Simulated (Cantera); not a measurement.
Input: 1 mol CuO, 0.59 mol CO, 0.53 mol N2, held at 1575 K and 0.530 bar.

Equilibrium computed with Cantera from the NASA thermochemical tables; the gas is ideal and each condensed phase is pure. Candidate condensed phases: C, Cu, CuO, Cu2O; 27 gas species. Each liquid is taken as pure. Mutual solubility and eutectic melting of coexisting phases are not modelled. Rates play no part.

**Question.** What is the equilibrium state?

**Answer.** 
```json
{
  "x(CO2)": "0.526",
  "x(N2)": "0.473",
  "x(O2)": "0.000547",
  "x(CO)": "0.000441",
  "x(NO)": "6.86e-5",
  "x(Cu)": "5.16e-5",
  "n(Cu(l))": "0.182 mol",
  "n(Cu2O(l))": "0.409 mol",
  "gas_amount": "1.121 mol",
  "log10 activity of C(graphite) (absent)": "-10.16"
}
```
